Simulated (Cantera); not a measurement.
Charge: 1 mol NiS, 3.3 mol H2, equilibrated at 0.000730 bar.

Cantera equilibrium calculation (NASA polynomials, part measured and part estimated; ideal gas, pure solids and liquids). Candidate condensed phases: Ni, NiS, NiS2, Ni3S2, Ni3S4, S; 9 gas species. Kinetics and transport are ignored. All values below are at 1748 K.

Base state: H2 0.839, S2 0.115, SH 0.0117, H2S 0.00994, Ni 0.00818, H 0.00774, S 0.00604, NiS 0.00318 (mole fractions); condensed: Ni(l).

Problem. What changes in the equilibrium state with this change: H2 from 3.3 to 2600 mol?

Solution. 
```csv
species,before,after
H2,0.839,0.991
H,0.00774,0.00842
Ni,0.00818,0.000381
S2,0.115,1.52e-5
SH,0.0117,0.000146
NiS,0.00318,1.71e-6
S,0.00604,6.95e-5
H2S,0.00994,0.000135
"Ni(l), mol",0.956,0
```
